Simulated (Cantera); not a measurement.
Charge: 1 mol SiH₄, 1.4 mol C₂H₂, 1.9 mol H₂, at 2050 °C and 0.210 bar.

Equilibrium computed with Cantera from the NASA thermochemical tables; the gas is ideal and each condensed phase is pure. Candidate condensed phases: C, C₆H₆, C₇H₈, C₈H₁₈, Si, SiC; 87 gas species. Gases not in the tables: Si₂H₆ and higher silanes. Rates play no part.

Question: What is the equilibrium state?

Answer: 
```json
{
  "x(H₂)": "0.971",
  "x(H)": "0.0234",
  "x(C₂H₂ (acetylene))": "0.00470",
  "x(Si)": "0.000832",
  "x(SiH)": "0.000132",
  "x(SiC₂)": "0.000124",
  "x(SiH₂)": "7.64e-5",
  "x(Si₂C)": "7.26e-5",
  "x(CH₄)": "4.05e-5",
  "n(C(graphite))": "1.75 mol",
  "n(SiC(s))": "0.993 mol",
  "gas_amount": "5.369 mol",
  "log10 activity of Si(l) (absent)": "-0.82"
}
```
